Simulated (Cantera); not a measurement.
**Gas-phase reforming**

An isothermal, constant-pressure homogeneous reactor starts with 67.8 % CH₄, 29.9 % CO₂, 2.31 % H₂O, at 1725 K and 1.00 bar.

Computed with Cantera and GRI-Mech 3.0 (53 species, 325 reactions). GRI-Mech 3.0 stops at C3 and has no aromatics, soot or wall deposition, so with more carbon than oxygen in the feed, carbon stays in small species such as C2H2 where larger ones or solid carbon would form.

```tsv
t (s)	x CH₄	x CO₂	x H	x O₂	x C₂H₄	x C₂H	x H₂
6.00e-5	0.674	0.298	2.13e-6	<1e-12	0.000308	6.49e-12	0.00191
0.000309	0.644	0.295	9.76e-6	<1e-12	0.00739	2.34e-9	0.0226
0.00160	0.473	0.260	4.08e-5	4.84e-12	0.0210	6.72e-8	0.166
0.00823	0.221	0.164	7.96e-5	1.45e-11	0.00543	1.88e-7	0.354
0.0424	0.0554	0.0307	0.000114	2.15e-11	0.00312	2.96e-7	0.415
0.219	0.0256	0.0130	0.000133	7.53e-12	0.00280	2.38e-7	0.491
1.13	0.0163	0.00313	0.000141	<1e-12	0.00215	1.48e-7	0.567
5.82	0.0133	1.52e-5	0.000143	<1e-12	0.00192	1.26e-7	0.588
30.0	0.0133	2.99e-7	0.000143	<1e-12	0.00192	1.25e-7	0.588
```
x: mole fraction; the columns are a selection and need not sum to one.

Equilibrium at this temperature and pressure: CH₄ 0.0133, CO₂ 3.01e-7, H 0.000143, O₂ <1e-12, C₂H₄ 0.00192, C₂H 1.25e-7, H₂ 0.588 (gas phase only).
